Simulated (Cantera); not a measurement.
An isothermal, constant-pressure homogeneous reactor starts with 21.7 % CH4, 78.1 % CO2, 0.260 % H2O, at 1650 K and 12000 Torr.

Computed with Cantera and GRI-Mech 3.0 (53 species, 325 reactions). The pressure lies above the range GRI-Mech 3.0 was tuned for (to about 10 atm).

x: mole fraction; the columns are a selection and need not sum to one.

```csv
t (s),x CH4,x CO2,x H,x H2O2,x CH3,x O
2.00e-6,0.217,0.781,1.17e-7,<1e-12,4.65e-5,<1e-12
1.15e-5,0.217,0.780,1.46e-7,<1e-12,0.000145,<1e-12
6.63e-5,0.215,0.780,[?],<1e-12,[?],<1e-12
0.000382,0.204,0.776,9.80e-7,<1e-12,0.000296,2.91e-12
0.00220,0.156,0.724,3.01e-6,<1e-12,0.000197,5.44e-12
0.0126,0.0587,0.523,3.74e-6,2.26e-12,9.89e-5,9.21e-12
0.0728,0.0166,0.346,5.83e-6,3.63e-12,3.15e-5,1.24e-11
0.419,0.00920,0.244,7.39e-6,1.67e-12,1.30e-5,2.32e-11
2.41,[?],0.216,8.00e-6,1.38e-12,[?],2.73e-11
13.9,1.07e-6,0.215,8.08e-6,1.40e-12,1.41e-9,2.77e-11
80.0,1.07e-6,0.215,8.08e-6,1.40e-12,1.41e-9,2.77e-11
```

### Question
What belongs in the gaps?

### Answer

- 6.63e-5, x H: 2.35e-7
- 6.63e-5, x CH3: 0.000209
- 2.41, x CH4: 0.000236
- 2.41, x CH3: 3.08e-7
